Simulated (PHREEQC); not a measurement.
Synthetic water in mg/L, 25 °C, pH 6.96, pe 0.1:

| constituent | mg/L |
|---|---|
| Na | 1.22 |
| K | 0.34 |
| Ca | 6.65 |
| Mg | 0.417 |
| Cl | 1.08 |
| S(6) as SO4 | 4.61 |
| Alkalinity as HCO3 | 17.5 |
| Si as SiO2 | 0.0861 |
| Mn(2) | 0.542 |

Valence states are taken as typed.

All values are PHREEQC results (ion-association model, phreeqc.dat), not measurements.

This is a speciation only: nothing precipitates in the calculation.

Task: Predict the charge-balance error.

Result: charge-balance error 4.0 %.

Task: In which forms is C present?

Result: HCO3- 80 %, CO2 19 % of the C.

Complexes and solids missing from the database can't appear.
